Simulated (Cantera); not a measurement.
Input: 1 mol Si₃N₄, 1.4 mol O₂, 700 mol H₂, equilibrated at 5700 Pa.

Cantera equilibrium calculation (NASA polynomials, part measured and part estimated; ideal gas, pure solids and liquids). Candidate condensed phases: H₂O, Si, SiO₂, Si₂N₂O, Si₃N₄; 35 gas species. Mutual solubility and eutectic melting of coexisting phases are not modelled. The tables hold silica as quartz up to 1696 K and as liquid above; real silica turns to tridymite and cristobalite and melts near 1996 K. Gases not in the tables: Si₂H₆ and higher silanes. The numbers say what is thermodynamically allowed, not how fast it happens.

Q: What share of the Si ends up in condensed phases as a function of T (K), at 1300, 1375, 1450, 1525, 1600, 1675, 1750, 1825, 1900, 1975, 2050, 2125, 2200?

A: 
```json
[
 {"T (K)": "1300", "Si condensed (%)": "100.0", "as": "SiO₂(β-quartz) + Si₂N₂O(s)"},
 {"T (K)": "1375", "Si condensed (%)": "99.4", "as": "SiO₂(β-quartz) + Si₂N₂O(s)"},
 {"T (K)": "1450", "Si condensed (%)": "94.7", "as": "SiO₂(β-quartz) + Si₂N₂O(s)"},
 {"T (K)": "1525", "Si condensed (%)": "62.6", "as": "SiO₂(β-quartz) + Si₂N₂O(s)"},
 {"T (K)": "1600", "Si condensed (%)": "13.7", "as": "Si₂N₂O(s)"},
 {"T (K)": "1675", "Si condensed (%)": "6.2", "as": "Si(s)"},
 {"T (K)": "1750", "Si condensed (%)": "5.3", "as": "Si(l)"},
 {"T (K)": "1825", "Si condensed (%)": "3.4", "as": "Si(l)"},
 {"T (K)": "1900", "Si condensed (%)": "0.0", "as": "-"},
 {"T (K)": "1975", "Si condensed (%)": "0.0", "as": "-"},
 {"T (K)": "2050", "Si condensed (%)": "0.0", "as": "-"},
 {"T (K)": "2125", "Si condensed (%)": "0.0", "as": "-"},
 {"T (K)": "2200", "Si condensed (%)": "0.0", "as": "-"}
]
```
